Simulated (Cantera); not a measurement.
A freely propagating, adiabatic, planar premixed flame of H₂ : O₂ : N₂ = 1 : 0.238 : 0.895 (molar parts), unburnt at 425 K and 0.170 bar; mixture-averaged transport, grid criteria slope 0.08 and curve 0.16, no radiation.

Model: the H2/O2 subset of GRI-Mech 3.0, which has no nitrogen chemistry, integrated in Cantera. Burning velocities carry a grid error of a few per cent, more on coarse grids.

Question: Predict: laminar burning velocity; thermal thickness; peak x(H₂O₂); peak x(OH); peak x(H); peak x(O).

Answer: 
```json
{
  "laminar_burning_velocity": "410 cm/s",
  "thermal_thickness": "4.07 mm",
  "peak x(H₂O₂)": "9.70e-6",
  "peak x(OH)": "0.00345",
  "peak x(H)": "0.112",
  "peak x(O)": "0.00387"
}
```
